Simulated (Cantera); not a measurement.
Charge: 1 mol Pb, 2.1 mol NH3, 92 mol H2, at 1 atm.

Equilibrium computed with Cantera from the NASA thermochemical tables; the gas is ideal and each condensed phase is pure. Candidate condensed phases: Pb; 11 gas species. Equilibrium is a limit: real reactors are often held back by kinetics, nucleation or transport.

x: gas mole fraction; n: condensed amount in mol.

```tsv
T (°C)	x H2	x N2	x Pb	x H	n Pb(l)
750	0.989	0.0109	2.63e-5	[?]	0.997
800	0.989	0.0109	7.21e-5	[?]	0.993
850	0.989	0.0109	0.000180	[?]	0.983
900	0.989	0.0109	0.000416	[?]	0.960
950	0.988	0.0109	0.000896	[?]	0.914
1000	0.987	0.0109	0.00181	[?]	0.825
1050	0.986	0.0109	0.00347	[?]	0.665
1100	0.983	0.0108	0.00633	[?]	0.387
1150	0.979	0.0108	0.0103	[?]	0
1200	0.979	0.0108	0.0103	[?]	0
1250	0.979	0.0108	0.0103	[?]	0
1300	0.979	0.0108	0.0103	[?]	0
1350	0.979	0.0108	0.0103	[?]	0
```

Question: Complete the blanks.

Answer: 
- 750, x H: 4.09e-9
- 800, x H: 1.38e-8
- 850, x H: 4.21e-8
- 900, x H: 1.16e-7
- 950, x H: 2.97e-7
- 1000, x H: 7.04e-7
- 1050, x H: 1.56e-6
- 1100, x H: 3.28e-6
- 1150, x H: 6.53e-6
- 1200, x H: 1.24e-5
- 1250, x H: 2.27e-5
- 1300, x H: 4.00e-5
- 1350, x H: 6.79e-5
